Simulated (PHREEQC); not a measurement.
Solution (70 °C): 150 mmol/kgw NH4Cl, 2.3 mmol/kgw Na2B4O7 and 0.054 mmol/kgw LiCl. Closed to the air; pH follows from the charge balance.

Equilibrium calculation in PHREEQC: ion-association model, phreeqc.dat.

| quantity | before | after |
|---|---|---|
| pH | 6.72 | 4.58 |
| ionic strength (mol/kgw) | 0.150 | 0.150 |

Question: What was changed between the two runs?
(A) LiCl from 5.4e-05 to 5.4e-06 mol/kgw
(B) Na2B4O7 from 0.0023 to 0.00023 mol/kgw
(C) NH4Cl from 0.15 to 0.75 mol/kgw
(D) Na2B4O7 left out
(E) temperature from 70 to 20 °C

Answer: D, Na2B4O7 left out

No solid was allowed to form. At this temperature some constants are extrapolated from 25 °C, and those without enthalpy data are left unchanged.
